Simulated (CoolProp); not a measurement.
Computed with CoolProp (reference Helmholtz-energy equation of state, Kamei 1995).

For R22, give the phase and the density (kg/m³), cp (kJ/(kg K)), isothermal compressibility (1/MPa), expansivity (1/kK) at 268.5 K and 1.23 MPa; 268.5 K and 2.81 MPa.


- 268.5 K and 1.23 MPa: liquid; density 1300, cp 1.15, isothermal compressibility 0.00280, expansivity 2.56
- 268.5 K and 2.81 MPa: liquid; density 1310, cp 1.14, isothermal compressibility 0.00268, expansivity 2.49
